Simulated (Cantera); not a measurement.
## Catalytic combustion on Pt

An isothermal plug-flow reactor at 1250 K and 3.30 bar (inlet), inlet velocity 2.5 m/s, active area per volume 140 1/m; feed 0.319 % CH4, 2.70 % O2, 97.0 % N2, equivalence ratio 0.24.

Detailed kinetics in Cantera: Deutschmann's 1995 Pt surface mechanism with GRI-Mech 3.0 gas chemistry. Catalytic surfaces can have several steady states; this one follows from the mechanism file's or the stated starting coverage. Mass transfer to the wall is taken as infinitely fast.

| z (m) | x CH4 | x O2 | x H2O | x CO2 | x CO | θ free Pt | θ O* | θ OH* |
|---|---|---|---|---|---|---|---|---|
| 0.00023 | 0.00317 | 0.0270 | 5.06e-5 | 2.18e-5 | 3.39e-6 | 0.487 | 0.513 | 0.000281 |
| 0.00039 | 0.00315 | 0.0269 | 8.56e-5 | 3.83e-5 | 4.36e-6 | 0.487 | 0.513 | 0.000305 |
| 0.00065 | 0.00312 | 0.0269 | 0.000142 | 6.59e-5 | 4.98e-6 | 0.487 | 0.512 | 0.000339 |
| 0.0011 | 0.00307 | 0.0268 | 0.000239 | 0.000114 | 5.17e-6 | 0.487 | 0.512 | 0.000392 |
| 0.0018 | 0.00300 | 0.0266 | 0.000387 | 0.000187 | 5.09e-6 | 0.488 | 0.512 | 0.000460 |
| 0.003 | 0.00287 | 0.0264 | 0.000634 | 0.000310 | 4.89e-6 | 0.488 | 0.511 | 0.000556 |
| 0.005 | 0.00267 | 0.0260 | 0.00102 | 0.000503 | 4.58e-6 | 0.489 | 0.511 | 0.000681 |
| 0.0084 | 0.00235 | 0.0254 | 0.00163 | 0.000802 | 4.10e-6 | 0.490 | 0.509 | 0.000839 |
| 0.014 | 0.00190 | 0.0245 | 0.00250 | 0.00122 | 3.48e-6 | 0.492 | 0.507 | 0.00102 |
| 0.023 | 0.00131 | 0.0234 | 0.00360 | 0.00175 | 3.02e-6 | 0.494 | 0.505 | 0.00122 |
x: gas mole fraction; θ: surface coverage.
